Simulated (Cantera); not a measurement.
Mixture: CO : H₂ : CH₄ : O₂ : N₂ = 1 : 0.45 : 0.38 : 1.24 : 4.65 (molar parts), at 5.00 bar, adiabatic and at constant pressure. Ignition delay is the time to a rise of 400 K.

Cantera simulation using GRI-Mech 3.0 (53 species, 325 reactions); the numbers are that mechanism's predictions, not measurements. Below about 1000 K GRI-Mech 3.0 lacks low-temperature oxidation paths.

Task: What does this change do: pressure from 5.00 bar to 14.0 bar?

Result: 
| quantity | before | after |
|---|---|---|
| delay at 975 K | 9.45 ms | 8.70 ms |
| delay at 1175 K | 0.270 ms | 0.179 ms |
| delay at 1375 K | 56.8 µs | 27.5 µs |
| delay at 1575 K | 18.1 µs | 8.42 µs |
| delay at 1775 K | 7.52 µs | 3.30 µs |
| apparent activation energy between 1675 and 1875 K | 100 kJ/mol | 110 kJ/mol |
The pressure lies above the range GRI-Mech 3.0 was tuned for (to about 10 atm).
